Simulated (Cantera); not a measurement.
Feed: 1 mol CCl₄, 0.099 mol H₂, at 1.10 Pa.

Equilibrium computed with Cantera from the NASA thermochemical tables; the gas is ideal and each condensed phase is pure. Candidate condensed phases: C, C₆H₆, C₇H₈, C₈H₁₈; 91 gas species. Rates play no part.

### Question
At 850 K, list the 3 most abundant gas species with their mole fractions, and the condensed phases.

### Answer
Cl₂ 0.898, HCl 0.0940, Cl 0.00798. Condensed: C(graphite).
